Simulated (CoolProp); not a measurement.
A single-stage vapour-compression cycle with propane: evaporating at 247.15 K (dew point), condensing at 289.15 K (bubble point), superheat 8 K, subcooling 2 K, compressor efficiency 0.75, no pressure losses. Each further row changes one setting.

Computed with CoolProp (reference Helmholtz-energy equation of state, Lemmon 2009).

| case | cooling COP | pressure ratio | discharge temperature (K) | refrigerating effect (kJ/kg) | volumetric capacity (kJ/m³) |
|---|---|---|---|---|---|
| as stated | 3.72 | 3.84 | 316.6 | 322 | 1380 |
| evaporating temperature 252.15 K | … | 3.19 | 313.6 | 328 | … |
| condensing temperature 284.15 K | 4.33 | … | 310.1 | 335 | 1440 |
| subcooling 7 K | … | 3.84 | 316.6 | 335 | 1440 |
| superheat 18 K | 3.72 | 3.84 | … | 337 | 1390 |
| compressor efficiency 0.65 | … | 3.84 | 323.5 | 322 | 1380 |

What belongs in the gaps?


- evaporating temperature 252.15 K, cooling COP: 4.39
- evaporating temperature 252.15 K, volumetric capacity (kJ/m³): 1680
- condensing temperature 284.15 K, pressure ratio: 3.34
- subcooling 7 K, cooling COP: 3.86
- superheat 18 K, discharge temperature (K): 326.8
- compressor efficiency 0.65, cooling COP: 3.22
